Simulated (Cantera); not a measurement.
A closed system holds: 1 mol N2O, 1 mol H2, 47 mol N2, 7.8 mol H2O, held at 0.590 bar.

Method: chemical equilibrium by Gibbs-energy minimisation in Cantera with the NASA 1993 tables (ideal gas, pure condensed phases). Candidate condensed phases: H2O; 24 gas species. Kinetics and transport are ignored.

x: gas mole fraction; nothing condenses.

```json
[
 {"T (K)": "1925", "x N2": "0.844", "x H2O": "0.153", "x H": "4.76e-5", "x H2": "0.00146", "x O": "1.05e-5", "x OH": "0.000431", "x NO": "0.000305", "x O2": "0.000477"},
 {"T (K)": "2025", "x N2": "0.844", "x H2O": "0.152", "x H": "0.000124", "x H2": "0.00245", "x O": "2.95e-5", "x OH": "0.000802", "x NO": "0.000518", "x O2": "0.000784"},
 {"T (K)": "2125", "x N2": "0.842", "x H2O": "0.150", "x H": "[?]", "x H2": "[?]", "x O": "[?]", "x OH": "[?]", "x NO": "[?]", "x O2": "[?]"},
 {"T (K)": "2225", "x N2": "0.841", "x H2O": "0.147", "x H": "0.000651", "x H2": "0.00595", "x O": "0.000176", "x OH": "0.00232", "x NO": "0.00129", "x O2": "0.00183"},
 {"T (K)": "2325", "x N2": "0.839", "x H2O": "0.143", "x H": "0.00133", "x H2": "0.00868", "x O": "0.000382", "x OH": "0.00366", "x NO": "0.00190", "x O2": "0.00262"},
 {"T (K)": "2425", "x N2": "0.835", "x H2O": "0.137", "x H": "0.00257", "x H2": "0.0122", "x O": "0.000774", "x OH": "0.00550", "x NO": "0.00271", "x O2": "0.00361"},
 {"T (K)": "2525", "x N2": "0.831", "x H2O": "0.130", "x H": "0.00467", "x H2": "0.0164", "x O": "0.00148", "x OH": "0.00790", "x NO": "0.00372", "x O2": "0.00479"},
 {"T (K)": "2625", "x N2": "0.825", "x H2O": "0.121", "x H": "0.00806", "x H2": "0.0213", "x O": "0.00266", "x OH": "0.0109", "x NO": "0.00496", "x O2": "0.00613"},
 {"T (K)": "2725", "x N2": "0.817", "x H2O": "0.110", "x H": "0.0133", "x H2": "0.0266", "x O": "0.00454", "x OH": "0.0144", "x NO": "0.00639", "x O2": "0.00757"},
 {"T (K)": "2825", "x N2": "0.807", "x H2O": "0.0973", "x H": "0.0208", "x H2": "0.0320", "x O": "0.00739", "x OH": "0.0182", "x NO": "0.00797", "x O2": "0.00899"},
 {"T (K)": "2925", "x N2": "0.795", "x H2O": "[?]", "x H": "[?]", "x H2": "[?]", "x O": "[?]", "x OH": "[?]", "x NO": "[?]", "x O2": "[?]"},
 {"T (K)": "3025", "x N2": "0.781", "x H2O": "0.0682", "x H": "0.0449", "x H2": "0.0409", "x O": "0.0170", "x OH": "0.0253", "x NO": "0.0113", "x O2": "0.0112"},
 {"T (K)": "3125", "x N2": "0.765", "x H2O": "0.0534", "x H": "0.0618", "x H2": "0.0432", "x O": "0.0240", "x OH": "0.0278", "x NO": "0.0128", "x O2": "0.0117"},
 {"T (K)": "3225", "x N2": "0.748", "x H2O": "0.0396", "x H": "0.0816", "x H2": "0.0435", "x O": "0.0325", "x OH": "0.0290", "x NO": "0.0141", "x O2": "0.0116"}
]
```

**Question.** Complete the blanks.

**Answer.** 
- 2925, x H2O: 0.0831
- 2925, x H: 0.0312
- 2925, x H2: 0.0370
- 2925, x O: 0.0115
- 2925, x OH: 0.0220
- 2925, x NO: 0.00965
- 2925, x O2: 0.0102
- 2125, x H: 0.000296
- 2125, x H2: 0.00391
- 2125, x O: 7.52e-5
- 2125, x OH: 0.00140
- 2125, x NO: 0.000836
- 2125, x O2: 0.00122
